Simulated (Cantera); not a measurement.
A freely propagating, adiabatic, planar premixed flame of 5.25 % C₂H₆, 19.7 % O₂, 74.6 % N₂, 0.425 % CO₂, equivalence ratio 0.93, unburnt at 350 K and 10.0 bar; mixture-averaged transport, grid criteria slope 0.08 and curve 0.16, no radiation.

Detailed kinetics in Cantera: GRI-Mech 3.0 (53 species, 325 reactions). Burning velocities carry a grid error of a few per cent, more on coarse grids.

**Question.** Predict: laminar burning velocity; thermal thickness; peak x(CH₃); peak x(C₂H₂); peak x(H₂).

**Answer.** 
| Quantity | Result |
|---|---|
| laminar burning velocity | 25.2 cm/s |
| thermal thickness | 0.0664 mm |
| peak x(CH₃) | 0.000795 |
| peak x(C₂H₂) | 0.000700 |
| peak x(H₂) | 0.00883 |
